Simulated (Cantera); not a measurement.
Charge: 1 mol c-C4F8, a varied amount of H2, held at 2650 K and 0.00133 bar.

Cantera equilibrium calculation (NASA polynomials, part measured and part estimated; ideal gas, pure solids and liquids). Candidate condensed phases: C, C6H6, C7H8, C8H18; 95 gas species. The feed counts by its element totals alone. Kinetics and transport are ignored.

Q: What share of the C ends up in condensed phases as a function of n(H2) (mol), at 0.036, 0.051, 0.072, 0.1, 0.14, 0.2, 0.28, 0.39, 0.55, 0.77?

A: 
```
n(H2) (mol)  C condensed (%)           as
-----------  ---------------  -----------
0.036                   80.4  C(graphite)
0.051                   80.5  C(graphite)
0.072                   80.6  C(graphite)
0.1                     80.8  C(graphite)
0.14                    81.0  C(graphite)
0.2                     81.4  C(graphite)
0.28                    81.9  C(graphite)
0.39                    82.5  C(graphite)
0.55                    83.4  C(graphite)
0.77                    84.6  C(graphite)
```
